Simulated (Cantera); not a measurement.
Input: 1 mol Al2O3, 0.049 mol HCl, 0.38 mol N2, held at 1100 K and 100000 Pa.

Cantera equilibrium calculation (NASA polynomials, part measured and part estimated; ideal gas, pure solids and liquids). Candidate condensed phases: Al, AlCl3, AlN, Al2O3, H2O, NH4Cl; 45 gas species. Rates play no part.

Base state: N2 0.886, HCl 0.114, H2O 7.76e-5, AlCl3 5.18e-5 (mole fractions); condensed: Al2O3(s).

Problem. What changes in the equilibrium state with this change: 0.0013 mol NH3 added?

Solution. 
```json
[
 {"species": "N2", "before": "0.886", "after": "0.882"},
 {"species": "HCl", "before": "0.114", "after": "0.113"},
 {"species": "H2", "before": "2.24e-6", "after": "0.00452"},
 {"species": "AlCl3", "before": "5.18e-5", "after": "5.14e-5"},
 {"species": "H2O", "before": "7.76e-5", "after": "7.71e-5"},
 {"species": "Al2O3(s), mol", "before": "1.000", "after": "1.000"}
]
```
